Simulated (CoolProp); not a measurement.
Ethanol at several states: density (kg/m³) from the reference equation and from simpler models built on Tc = 514.7 K, pc = 62.68 bar, ω = 0.644; each cubic takes its own stable root.

Values from CoolProp's reference Helmholtz-energy equation of state, Schroeder 2014.

| T (K) | p (bar) | phase | reference |
|---|---|---|---|
| 472.3 | 2.37 | gas | 2.829 |
| 395.6 | 0.3 | gas | 0.4224 |
| 296.9 | 0.535 | liquid | 786.2 |
| 617.6 | 109 | supercritical | 133.0 |
| 313.5 | 1.38 | liquid | 771.8 |
| 509.3 | 26.4 | gas | 33.87 |

Problem. How far does each simpler model (Redlich-Kwong, Soave-Redlich-Kwong, Peng-Robinson) lie from the reference over these 6 states: mean and median of the absolute difference, and the worst?

Solution. 
- Redlich-Kwong: mean 36.6 %, median 9.9 %, worst -99.9 % at 296.9 K and 0.535 bar
- Soave-Redlich-Kwong: mean 5.9 %, median 2.8 %, worst -14.9 % at 313.5 K and 1.38 bar
- Peng-Robinson: mean 2.3 %, median 2.6 %, worst -4.3 % at 296.9 K and 0.535 bar

At some of these states Redlich-Kwong gives the other phase, because its saturation line lies elsewhere.
